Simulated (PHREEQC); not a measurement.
0.2 mol of Clpyromorphite (Pb5(PO4)3Cl) is brought to equilibrium with 1 kg of water, with rising amounts of NaHSO4, at 25 °C. O2 is buffered at 0.21 atm. No CO2 enters from the air. Solids allowed: Clpyromorphite, Pb(OH)2, Anglesite, Cotunnite, Laurionite, Hxypyromorphite, Larnakite, Halite, Mirabilite. Others were left out.

Model: ion-association model, wateq4f.dat, run in PHREEQC.

Problem. Predict pH, dissolved P (mol/kgw), dissolved Cl (mol/kgw) at NaHSO4 added (mol) = 0.0104, 0.0125, 0.025.

Solution. 
```
NaHSO4 added (mol)    pH  dissolved P (mol/kgw)  dissolved Cl (mol/kgw)
------------------  ----  ---------------------  ----------------------
0.0104              2.31                0.00125                0.000418
0.0125              2.27                0.00169                0.000564
0.025               2.14                0.00475                 0.00158
```

H3PO4, which wateq4f.dat lacks, is added to it with the constant of phreeqc.dat. The database has no phosphate complexes of Pb.
